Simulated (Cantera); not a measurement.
Gas activation for diamond growth

An isothermal, constant-pressure homogeneous reactor starts with 1.21 % CH4, 92.8 % H2, 6.03 % H2O, at 1700 K and 0.0908 atm.

Detailed kinetics in Cantera: GRI-Mech 3.0 (53 species, 325 reactions).

```tsv
t (s)	x CH4	x H2	x H	x C2H4	x CH3	x C2H2	x C2H6
7.00e-6	0.0121	0.928	2.12e-7	<1e-12	1.28e-7	<1e-12	<1e-12
3.09e-5	0.0121	0.928	1.11e-6	<1e-12	3.95e-7	<1e-12	<1e-12
0.000136	0.0121	0.928	5.16e-6	3.26e-11	1.46e-6	<1e-12	3.07e-11
0.000600	0.0121	0.928	2.30e-5	2.56e-9	6.16e-6	3.97e-11	1.56e-9
0.00265	0.0120	0.928	0.000100	2.07e-7	2.64e-5	2.54e-8	4.21e-8
0.0117	0.0119	0.927	0.000344	5.68e-6	8.97e-5	1.09e-5	3.70e-7
0.0514	0.0115	0.927	0.000451	9.40e-6	0.000113	0.000225	5.14e-7
0.227	0.00971	0.929	0.000454	1.05e-5	9.62e-5	0.00105	3.73e-7
1.00	0.00588	0.931	0.000462	1.36e-5	5.92e-5	0.00273	1.41e-7
```
x: mole fraction; the columns are a selection and need not sum to one.

Equilibrium at this temperature and pressure: CH4 9.03e-10, H2 0.941, H 0.000475, C2H4 <1e-12, CH3 9.23e-12, C2H2 <1e-12, C2H6 <1e-12 (gas phase only).
